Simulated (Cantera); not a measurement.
Charge: 1 mol Si₃N₄, 1.4 mol Cl₂, 69 mol H₂, at 3700 Pa.

These are equilibrium values from Cantera (NASA tables, ideal gas, pure condensed phases), not measurements of a reactor. Candidate condensed phases: NH₄Cl, Si, Si₃N₄; 28 gas species. Mutual solubility and eutectic melting of coexisting phases are not modelled. Gases not in the tables: Si₂H₆ and higher silanes. Equilibrium is a limit: real reactors are often held back by kinetics, nucleation or transport.

**Question.** Which condensed phases are stable at each of these points (T (°C)): 875, 975, 1075, 1175, 1275, 1375, 1475, 1575, 1675?

**Answer.** 
```csv
T (°C),condensed phases,Si condensed (%)
875,Si₃N₄(s),99.6
975,Si₃N₄(s),99.2
1075,Si₃N₄(s),98.0
1175,Si₃N₄(s),95.3
1275,Si(s) + Si₃N₄(s),91.4
1375,Si(s) + Si₃N₄(s),91.0
1475,Si(l),91.2
1575,Si(l),91.5
1675,Si(l),90.6
```

From 875 °C to 1175 °C the condensed part is Si₃N₄(s). From 1275 °C to 1375 °C the condensed part is Si(s) + Si₃N₄(s). From 1475 °C to 1675 °C the condensed part is Si(l).
